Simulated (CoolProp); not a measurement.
Vapour-liquid equilibrium of ethane (1) + hydrogen sulfide (2) at 1.08 MPa; x and y are mole fractions of (1).

Computed with CoolProp (multi-fluid Helmholtz-energy mixture model, Bücker 2006 and Lemmon 2006; pair parameters Kunz 2012).

```json
[
 {"x": "0.05", "bubble temperature (K)": "266.0", "y at the bubble point": "0.241", "dew temperature at overall composition x (K)": "273.0", "liquid density (mol/L)": "23.92"},
 {"x": "0.15", "bubble temperature (K)": "255.6", "y at the bubble point": "0.481", "dew temperature at overall composition x (K)": "269.4", "liquid density (mol/L)": "22.80"},
 {"x": "0.25", "bubble temperature (K)": "250.7", "y at the bubble point": "0.582", "dew temperature at overall composition x (K)": "265.6", "liquid density (mol/L)": "21.57"},
 {"x": "0.35", "bubble temperature (K)": "248.2", "y at the bubble point": "0.636", "dew temperature at overall composition x (K)": "261.5", "liquid density (mol/L)": "20.39"},
 {"x": "0.45", "bubble temperature (K)": "246.6", "y at the bubble point": "0.674", "dew temperature at overall composition x (K)": "257.1", "liquid density (mol/L)": "19.31"},
 {"x": "0.55", "bubble temperature (K)": "245.4", "y at the bubble point": "0.709", "dew temperature at overall composition x (K)": "252.3", "liquid density (mol/L)": "18.36"},
 {"x": "0.65", "bubble temperature (K)": "244.4", "y at the bubble point": "0.748", "dew temperature at overall composition x (K)": "247.6", "liquid density (mol/L)": "17.53"},
 {"x": "0.75", "bubble temperature (K)": "243.7", "y at the bubble point": "0.796", "dew temperature at overall composition x (K)": "244.4", "liquid density (mol/L)": "16.79"},
 {"x": "0.85", "bubble temperature (K)": "243.2", "y at the bubble point": "0.859", "dew temperature at overall composition x (K)": "243.3", "liquid density (mol/L)": "16.14"},
 {"x": "0.95", "bubble temperature (K)": "243.3", "y at the bubble point": "0.945", "dew temperature at overall composition x (K)": "243.3", "liquid density (mol/L)": "15.55"}
]
```

y crosses x between x = 0.85 and 0.95: the model has an azeotrope there.

The pair parameters rest on a limited set of measurements; away from them the model extrapolates. With so large a gap from Raoult's law the liquid may split in two, which this calculation doesn't test in full.
